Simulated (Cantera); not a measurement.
# Equilibrium for carbon deposition, reforming and gasification: C6H6 + CO2

Feed: 1 mol C6H6, 0.73 mol CO2, held at 1200 K.

These are equilibrium values from Cantera (NASA tables, ideal gas, pure condensed phases), not measurements of a reactor. Candidate condensed phases: C, C6H6, C7H8, C8H18, H2O; 110 gas species. The ideal-gas law is rough above about 30 bar. The numbers say what is thermodynamically allowed, not how fast it happens.

```json
[
 {"P (Pa)": "10", "x H2": "0.673", "x CO": "0.327", "x CH4": "7.15e-7", "x H2O": "5.71e-7", "x CO2": "2.03e-7", "x C2H6": "<1e-12", "x C2H4": "5.66e-11", "x H": "1.62e-5", "n C(graphite)": "5.27"},
 {"P (Pa)": "46", "x H2": "0.673", "x CO": "0.327", "x CH4": "3.29e-6", "x H2O": "2.63e-6", "x CO2": "9.32e-7", "x C2H6": "<1e-12", "x C2H4": "2.60e-10", "x H": "7.55e-6", "n C(graphite)": "5.27"},
 {"P (Pa)": "220", "x H2": "0.673", "x CO": "0.327", "x CH4": "1.57e-5", "x H2O": "1.26e-5", "x CO2": "4.46e-6", "x C2H6": "<1e-12", "x C2H4": "1.25e-9", "x H": "3.45e-6", "n C(graphite)": "5.27"},
 {"P (Pa)": "1000", "x H2": "0.673", "x CO": "0.327", "x CH4": "7.15e-5", "x H2O": "5.71e-5", "x CO2": "2.02e-5", "x C2H6": "5.85e-12", "x C2H4": "5.66e-9", "x H": "1.62e-6", "n C(graphite)": "5.27"},
 {"P (Pa)": "4600", "x H2": "0.672", "x CO": "0.327", "x CH4": "0.000328", "x H2O": "0.000262", "x CO2": "9.30e-5", "x C2H6": "1.24e-10", "x C2H4": "2.60e-8", "x H": "7.54e-7", "n C(graphite)": "5.27"},
 {"P (Pa)": "22000", "x H2": "0.670", "x CO": "0.326", "x CH4": "0.00156", "x H2O": "0.00125", "x CO2": "0.000443", "x C2H6": "2.81e-9", "x C2H4": "1.24e-7", "x H": "3.45e-7", "n C(graphite)": "5.27"},
 {"P (Pa)": "100000", "x H2": "0.663", "x CO": "0.323", "x CH4": "0.00694", "x H2O": "0.00555", "x CO2": "0.00197", "x C2H6": "5.60e-8", "x C2H4": "5.50e-7", "x H": "1.61e-7", "n C(graphite)": "5.27"},
 {"P (Pa)": "460000", "x H2": "0.632", "x CO": "0.308", "x CH4": "0.0290", "x H2O": "0.0232", "x CO2": "0.00822", "x C2H6": "1.03e-6", "x C2H4": "2.30e-6", "x H": "7.31e-8", "n C(graphite)": "5.28"},
 {"P (Pa)": "2200000", "x H2": "0.534", "x CO": "0.260", "x CH4": "0.0991", "x H2O": "0.0792", "x CO2": "0.0280", "x C2H6": "1.42e-5", "x C2H4": "7.85e-6", "x H": "3.07e-8", "n C(graphite)": "5.30"},
 {"P (Pa)": "10000000", "x H2": "0.370", "x CO": "0.180", "x CH4": "0.216", "x H2O": "0.173", "x CO2": "0.0611", "x C2H6": "9.74e-5", "x C2H4": "1.71e-5", "x H": "1.20e-8", "n C(graphite)": "5.32"}
]
```
x: gas mole fraction; n: condensed amount in mol.

From 10.0 Pa to 100 bar the condensed part is C(graphite). The main C-bearing gas is CO at 10.0 Pa and CH4 at 100 bar.
